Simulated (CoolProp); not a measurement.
Vapour-liquid equilibrium of R1234yf (1) + R134a (2) at 278.9 K; x and y are mole fractions of (1).

The numbers come from the multi-fluid Helmholtz-energy mixture model, Lemmon 2022 and Tillner-Roth 1994; pair parameters Bell 2022 in CoolProp.

Problem. Give the bubble pressure and the first vapour's composition at x = 0.2, 0.425, 0.5. Is there an azeotrope?

Solution. x = 0.2: 0.3782 MPa, y = 0.230; x = 0.425: 0.3902 MPa, y = 0.446; x = 0.5: 0.3923 MPa, y = 0.513. y crosses x between x = 0.575 and 0.65: the model has an azeotrope there.

Pair parameters are fitted to limited data, so mixtures are less certain than the pure fluids.
